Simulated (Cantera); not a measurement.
A perfectly stirred reactor is fed with CO : H₂ : CH₄ : O₂ : N₂ = 1 : 0.32 : 0.18 : 1.62 : 6.09 (molar parts), equivalence ratio 0.63, at 1.00 bar; it is adiabatic with a 600 K inlet, and is followed from long to short residence time, starting on the burning branch (τ in s: 0.19, 0.055, 0.016, 0.0048, 0.0014, 0.00041, 0.00012, 3.5e-05, 1e-05, 3e-06).

Cantera simulation using GRI-Mech 3.0 (53 species, 325 reactions); the numbers are that mechanism's predictions, not measurements.

x: mole fraction; the columns are a selection and need not sum to one.

| τ (s) | T (K) | x CO | x H₂ | x CH₄ | x CH₂ | x OH | x H₂O | x H |
|---|---|---|---|---|---|---|---|---|
| 0.19 | 2117 | 0.00236 | 0.000264 | 5.86e-7 | 6.35e-9 | … | 0.0777 | 7.48e-5 |
| 0.055 | 2105 | 0.00358 | 0.000394 | 1.58e-6 | 1.89e-8 | … | 0.0772 | 0.000138 |
| 0.016 | 2073 | 0.00653 | 0.000723 | 3.68e-6 | 4.75e-8 | … | 0.0760 | 0.000355 |
| 0.0048 | 2012 | 0.0118 | 0.00136 | 8.15e-6 | 9.89e-8 | … | 0.0741 | 0.000980 |
| 0.0014 | 1913 | 0.0199 | 0.00239 | 1.97e-5 | 1.80e-7 | 0.00662 | 0.0711 | 0.00257 |
| 0.00041 | 1771 | 0.0311 | 0.00371 | 5.58e-5 | 2.95e-7 | 0.00683 | 0.0672 | 0.00569 |
| 0.00012 | 1558 | 0.0530 | 0.00518 | 0.000250 | 5.24e-7 | … | 0.0633 | 0.00886 |
| 3.5e-5 | 600 | 0.109 | 0.0347 | 0.0195 | <1e-12 | <1e-12 | <1e-12 | <1e-12 |
| 1.0e-5 | 600 | 0.109 | 0.0347 | 0.0195 | <1e-12 | <1e-12 | <1e-12 | <1e-12 |
| 3.0e-6 | 600 | 0.109 | 0.0347 | 0.0195 | <1e-12 | <1e-12 | <1e-12 | <1e-12 |

Question: What belongs in the gaps?

Answer: 
- 0.19, x OH: 0.00270
- 0.055, x OH: 0.00326
- 0.016, x OH: 0.00428
- 0.0048, x OH: 0.00554
- 0.00012, x OH: 0.00530
